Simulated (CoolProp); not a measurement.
Tetradecamethylhexasiloxane (MD4M) along the isobar 0.527 MPa: fugacity coefficient from the reference equation and from simpler models built on Tc = 380.0 °C, pc = 0.8286 MPa, ω = 0.800; each cubic takes its own stable root.

The numbers come from the reference Helmholtz-energy equation of state, Thol 2019 in CoolProp.

| T (°C) | phase | reference | van der Waals | Redlich-Kwong | Soave-Redlich-Kwong | Peng-Robinson |
|---|---|---|---|---|---|---|
| -50.75 | liquid | 9.438e-12 | 0.002443 | 2.868e-6 | 7.625e-11 | 1.978e-10 |
| -42.35 | liquid | 5.860e-11 | 0.003459 | 7.077e-6 | 3.676e-10 | 8.766e-10 |
| -33.95 | liquid | 3.108e-10 | 0.004777 | 1.612e-5 | 1.560e-9 | 3.446e-9 |
| -25.55 | liquid | (withheld) | 0.006453 | 3.421e-5 | 5.905e-9 | 1.217e-8 |
| -17.15 | liquid | 5.829e-9 | 0.008543 | 6.821e-5 | 2.019e-8 | 3.908e-8 |
| -8.75 | liquid | 2.121e-8 | 0.01111 | (withheld) | (withheld) | 1.151e-7 |
| -0.35 | liquid | 6.980e-8 | 0.01420 | 0.0002308 | 1.808e-7 | 3.136e-7 |
| 8.05 | liquid | 2.099e-7 | (withheld) | 0.0003962 | 4.817e-7 | 7.963e-7 |
| 16.55 | liquid | 5.883e-7 | 0.02228 | 0.0006572 | 1.212e-6 | 1.916e-6 |
| 24.95 | liquid | 1.513e-6 | 0.02734 | 0.001045 | 2.834e-6 | 4.305e-6 |
| 33.35 | liquid | 3.637e-6 | 0.03315 | 0.001608 | 6.267e-6 | 9.173e-6 |
| 41.75 | liquid | 8.226e-6 | (withheld) | 0.002403 | 1.316e-5 | 1.862e-5 |
| 50.15 | liquid | 1.760e-5 | 0.04727 | 0.003496 | 2.637e-5 | 3.616e-5 |
| 58.55 | liquid | 3.577e-5 | 0.05566 | 0.004962 | 5.060e-5 | 6.741e-5 |

Question: Complete the blanks.

Answer: 
- -25.55, reference: 1.433e-9
- -8.75, Redlich-Kwong: 0.0001286
- -8.75, Soave-Redlich-Kwong: 6.296e-8
- 8.05, van der Waals: 0.01789
- 41.75, van der Waals: 0.03978
